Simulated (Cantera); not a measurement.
Input (Python, Cantera):

```python
import numpy as np
import cantera as ct

gas = ct.Solution("gri30.yaml", transport_model="mixture-averaged")
show = ['H2O', 'N2', 'NO']

rows = []
print(f"{'T/K':>7s}{'rho':>11s}{'cp':>10s}{'mu':>11s}{'lambda':>11s}{'Pr':>7s}" + "".join(f"{'D_' + s:>11s}" for s in show))
for T in [400, 500, 600, 700, 800, 900, 1000, 1100]:
    gas.TPX = T, 1000000, {'O2': 0.7}
    Pr = gas.cp_mass * gas.viscosity / gas.thermal_conductivity
    D = [gas.mix_diff_coeffs_mole[gas.species_index(s)] for s in show]
    rows.append([gas.density, gas.cp_mass, gas.viscosity, gas.thermal_conductivity, Pr, *D])
    print(f"{T:7g}{gas.density:11.4e}{gas.cp_mass:10.1f}{gas.viscosity:11.4e}"
          f"{gas.thermal_conductivity:11.4e}{Pr:7.3f}" + "".join(f"{d:11.4e}" for d in D))
print("SI units: kg/m3, J/kg/K, Pa s, W/m/K, m2/s")
```

Result:

```
    T/K        rho        cp         mu     lambda     Pr      D_H2O       D_N2       D_NO
    400 9.6212e+00     941.4 2.5629e-05 3.3852e-02  0.713 4.0472e-06 3.4992e-06 3.4367e-06
    500 7.6969e+00     971.4 3.0045e-05 4.1143e-02  0.709 6.1694e-06 5.1354e-06 5.0437e-06
    600 6.4141e+00    1002.6 3.4077e-05 4.8204e-02  0.709 8.6367e-06 7.0017e-06 6.8767e-06
    700 5.4978e+00    1031.1 3.7824e-05 5.4969e-02  0.709 1.1420e-05 9.0829e-06 8.9207e-06
    800 4.8106e+00    1054.7 4.1353e-05 6.1440e-02  0.710 1.4498e-05 1.1367e-05 1.1164e-05
    900 4.2761e+00    1073.7 4.4705e-05 6.7643e-02  0.710 1.7851e-05 1.3845e-05 1.3598e-05
   1000 3.8485e+00    1090.2 4.7912e-05 7.3608e-02  0.710 2.1466e-05 1.6508e-05 1.6214e-05
   1100 3.4986e+00    1102.7 5.0995e-05 7.9365e-02  0.709 2.5329e-05 1.9351e-05 1.9005e-05
SI units: kg/m3, J/kg/K, Pa s, W/m/K, m2/s
```

Computed with Cantera and GRI-Mech 3.0 (53 species, 325 reactions).
